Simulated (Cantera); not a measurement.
A perfectly stirred reactor is fed with 6.63 % H₂, 93.4 % O₂, at 0.0263 atm; it is held at 1198 K, and followed from long to short residence time.

Detailed kinetics in Cantera: GRI-Mech 3.0 (53 species, 325 reactions). Radical loss at walls, strong at low pressure, is not modelled. The temperature is held fixed by assumption; the heat of reaction is taken as removed at once.

**Question.** Predict: x(H₂) at τ = 24.0 s; x(O₂) at τ = 24.0 s; x(H₂O₂) at τ = 24.0 s; x(OH) at τ = 24.0 s; x(O) at τ = 24.0 s; x(H₂) at τ = 0.310 s; x(O₂) at τ = 0.310 s; x(H₂O₂) at τ = 0.310 s; x(OH) at τ = 0.310 s; x(O) at τ = 0.310 s.

**Answer.** 
```
Item                       Value
----------------------  --------
x(H₂) at τ = 24.0 s      2.04e-5
x(O₂) at τ = 24.0 s        0.931
x(H₂O₂) at τ = 24.0 s    5.27e-8
x(OH) at τ = 24.0 s     0.000288
x(O) at τ = 24.0 s      0.000159
x(H₂) at τ = 0.310 s    0.000298
x(O₂) at τ = 0.310 s       0.928
x(H₂O₂) at τ = 0.310 s   1.80e-7
x(OH) at τ = 0.310 s     0.00123
x(O) at τ = 0.310 s      0.00278
```
